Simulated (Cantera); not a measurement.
An isothermal, constant-pressure homogeneous reactor starts with 0.591 % CH3OH, 0.916 % O2, 98.5 % N2, equivalence ratio 0.97, at 1025 K and 1130 Torr.

Detailed kinetics in Cantera: GRI-Mech 3.0 (53 species, 325 reactions). GRI-Mech 3.0 was tuned for natural gas; its chemistry of methanol as a main component is partial and can be far from experiment.

### Question
Predict: x(O2) at 2.00 s; x(H2) at 2.00 s; x(HO2) at 2.00 s; x(NO) at 2.00 s; x(N2O) at 2.00 s.

### Answer
| Property | Result |
|---|---|
| x(O2) at 2.00 s | 0.000326 (gas-phase equilibrium 0.000294) |
| x(H2) at 2.00 s | 8.85e-6 (gas-phase equilibrium 1.02e-10) |
| x(HO2) at 2.00 s | 1.53e-7 (gas-phase equilibrium 3.78e-12) |
| x(NO) at 2.00 s | 2.69e-8 (gas-phase equilibrium 1.72e-6) |
| x(N2O) at 2.00 s | 1.73e-7 (gas-phase equilibrium 1.88e-10) |
